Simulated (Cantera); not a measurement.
Cantera run, input and output.

```python
import numpy as np
import cantera as ct

gas = ct.Solution("h2o2.yaml")
gas.TPX = 1275, 2666, {'H2': 0.007, 'O2': 1, 'N2': 0.9}
reactor = ct.IdealGasConstPressureReactor(gas, energy="off", clone=False)
net = ct.ReactorNet([reactor])
net.rtol, net.atol = 1e-08, 1e-18
show = ['H2', 'O2', 'H', 'OH', 'H2O']
times = np.geomspace(0.0002, 5, 14)

steps = ct.SolutionArray(gas, extra=["t"])
rows = []
print(f"{'t/s':>10s}{'T/K':>9s}{'P/Pa':>11s}" + "".join(f"{s:>11s}" for s in show))
for t in times:
    while net.time < t:
        t_next = net.step()
        steps.append(gas.state, t=t_next)
    rows.append([np.interp(t, steps.t, y) for y in (steps.T, steps.P, *steps(*show).X.T)])
    print(f"{t:10.3e}{rows[-1][0]:9.1f}{rows[-1][1]:11.4g}" + "".join(f"{x:11.3e}" for x in rows[-1][2:]))
rate = np.gradient(steps.T, steps.t)
print("integrator steps:", len(steps.t))
if steps.T.max() > steps.T[0] + 200:
    print(f"time of steepest temperature rise: {steps.t[rate.argmax()]:.4e} s")
gas.TPX = 1275, 2666, {'H2': 0.007, 'O2': 1, 'N2': 0.9}
gas.equilibrate("TP")
print(f"equilibrium (TP): T = {gas.T:.1f} K  " + "  ".join(f"{s} {gas[s].X[0]:.3e}" for s in show))
```

Result:

```
       t/s      T/K       P/Pa         H2         O2          H         OH        H2O
 2.000e-04   1275.0       2666  3.671e-03  5.244e-01  5.755e-10  2.422e-09  5.194e-10
 4.358e-04   1275.0       2666  3.671e-03  5.244e-01  9.968e-10  6.928e-09  3.216e-09
 9.498e-04   1275.0       2666  3.671e-03  5.244e-01  2.792e-09  2.582e-08  2.263e-08
 2.070e-03   1275.0       2666  3.670e-03  5.244e-01  2.140e-08  2.205e-07  2.851e-07
 4.511e-03   1275.0       2666  3.638e-03  5.244e-01  1.591e-06  1.648e-05  2.359e-05
 9.830e-03   1275.0       2666  1.916e-04  5.211e-01  1.472e-04  6.131e-04  3.099e-03
 2.142e-02   1275.0       2666  1.020e-05  5.211e-01  8.505e-05  3.500e-04  3.443e-03
 4.668e-02   1275.0       2666  8.827e-06  5.214e-01  6.846e-05  3.261e-04  3.466e-03
 1.017e-01   1275.0       2666  6.682e-06  5.219e-01  4.472e-05  2.840e-04  3.502e-03
 2.217e-01   1275.0       2666  4.037e-06  5.225e-01  2.080e-05  2.210e-04  3.550e-03
 4.831e-01   1275.0       2666  1.823e-06  5.231e-01  6.266e-06  1.489e-04  3.597e-03
 1.053e+00   1275.0       2666  6.268e-07  5.233e-01  1.262e-06  8.760e-05  3.632e-03
 2.294e+00   1275.0       2666  1.826e-07  5.235e-01  1.990e-07  4.745e-05  3.653e-03
 5.000e+00   1275.0       2666  5.117e-08  5.235e-01  2.968e-08  2.521e-05  3.665e-03
integrator steps: 1373
equilibrium (TP): T = 1275.0 K  H2 1.729e-09  O2 5.235e-01  H 1.890e-10  OH 4.673e-06  H2O 3.675e-03
```

Model: the H2/O2 subset of GRI-Mech 3.0, which has no nitrogen chemistry, integrated in Cantera. Radical loss at walls, strong at low pressure, is not modelled.
